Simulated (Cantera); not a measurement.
An adiabatic, constant-volume homogeneous reactor starts with CH₄ : C₂H₆ : O₂ : N₂ = 1 : 0.073 : 0.902 : 3.25 (molar parts), equivalence ratio 2.5, at 1625 K and 760 Torr.

Cantera simulation using GRI-Mech 3.0 (53 species, 325 reactions); the numbers are that mechanism's predictions, not measurements.

Predict: time of steepest temperature rise; temperature at 0.200 s; equilibrium temperature; x(O₂) at 0.200 s; x(H₂O) at 0.200 s; x(H₂) at 0.200 s.


```
Property                                                            Result
---------------------------------  ---------------------------------------
time of steepest temperature rise                                 0.146 ms
temperature at 0.200 s                                              2638 K
equilibrium temperature                                             2638 K
x(O₂) at 0.200 s                   8.39e-6 (gas-phase equilibrium 8.39e-6)
x(H₂O) at 0.200 s                    0.0879 (gas-phase equilibrium 0.0879)
x(H₂) at 0.200 s                       0.237 (gas-phase equilibrium 0.237)
```
